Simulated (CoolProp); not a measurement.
The fluid at 293.15 K and 0.974 MPa is compressed adiabatically to 6.07 MPa with isentropic efficiency 0.85. The same conditions are run with several fluids, on thermodynamics alone (safety and materials aside).

Values from CoolProp's reference Helmholtz-energy equation of state of each fluid (sulfur hexafluoride: Guder 2009; ethane: Bücker 2006; normal hydrogen: Leachman 2009; dry air: Lemmon 2000). Blends and air are pseudo-pure fits.

```tsv
fluid	work (kJ/kg)	final temperature (K)	final density (kg/m³)
sulfur hexafluoride	29.8	371.1	460
ethane	___	409.2	64.2
normal hydrogen	___	530.0	2.72
dry air	___	528.7	39.1
```

Q: Complete the blanks.

A: 
- ethane, work (kJ/kg): 178
- normal hydrogen, work (kJ/kg): 3470
- dry air, work (kJ/kg): 240
